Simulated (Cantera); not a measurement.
A Cantera script and what it prints.

```python
import numpy as np
import cantera as ct

gas_names = """
    OH H
""".split()
cond_names = """
    Sr(a) Sr(b) Sr(L) SrO(s) SrO(L)
""".split()


def load(file, names, dense=False):
    # The tables refer to 1 bar. Condensed volumes are neglected.
    table = {s.name: s for s in ct.Species.list_from_file(file)}
    out = []
    for n in names:
        d = dict(table[n].input_data)
        d["thermo"] = dict(d["thermo"], **{"reference-pressure": 1e5})
        if dense:
            d["equation-of-state"] = {"model": "constant-volume", "density": "1e6 g/cm^3"}
        out.append(ct.Species.from_dict(d))
    return out


species = {s.name: s for s in load("nasa_gas.yaml", gas_names) + load("nasa_condensed.yaml", cond_names)}
# Each term lists the table entries of one substance; the one whose range holds T is used.
reactions = {
    'OH(g) + Sr = H(g) + SrO':
        [(-1, ['OH']), (-1, ['Sr(a)', 'Sr(b)', 'Sr(L)']), (1, ['H']), (1, ['SrO(s)', 'SrO(L)'])],
}


def pick(names, T):
    return next(species[n] for n in names if species[n].thermo.min_temp <= T <= species[n].thermo.max_temp)


results = []
for label, terms in reactions.items():
    print(label)
    print("     T/K   dH/kJ  dS/(J/K)   dG/kJ   log10 K")
    for T in [1125, 1225, 1325, 1425, 1525, 1625, 1725]:
        used = [(nu, pick(names, T)) for nu, names in terms]
        dH = sum(nu * s.thermo.h(T) for nu, s in used) / 1e6
        dS = sum(nu * s.thermo.s(T) for nu, s in used) / 1e3
        dG = dH - T * dS / 1e3
        logK = -dG * 1e6 / (ct.gas_constant * T * np.log(10))
        results.append((label, T, dH, dS, dG, logK, [s.name for _, s in used]))
        print(f"{T:8g} {dH:8.1f} {dS:8.1f} {dG:8.1f} {logK:8.2f}")
```

Result:

```
OH(g) + Sr = H(g) + SrO
     T/K   dH/kJ  dS/(J/K)   dG/kJ   log10 K
    1125   -411.1    -59.9   -343.8    15.96
    1225   -410.2    -59.1   -337.8    14.41
    1325   -409.2    -58.3   -332.0    13.09
    1425   -408.2    -57.5   -326.2    11.96
    1525   -407.1    -56.8   -320.5    10.98
    1625   -406.0    -56.1   -314.8    10.12
    1725   -404.9    -55.5   -309.2     9.36
```

Standard-state values (1 bar) from the NASA 1993 polynomials, evaluated with Cantera. Condensed species are held in their standard states even where they would react or evaporate.
